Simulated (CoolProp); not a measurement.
Model: reference Helmholtz-energy equation of state, Tillner-Roth 1994, in CoolProp.

Question: Give the vapour pressure (kPa), vapour viscosity (µPa s), liquid conductivity (mW/(m K)) of saturated R134a at 348 K.

Answer: 
```tsv
T (K)	p (kPa)	vapour viscosity (µPa s)	liquid conductivity (mW/(m K))
348	2360	15.0	59.5
```

Viscosity comes from a separate model (Huber 2003), an estimate that may be off by 10 % or more. Thermal conductivity comes from a separate model (McLinden 2000), an estimate that may be off by 10 % or more.
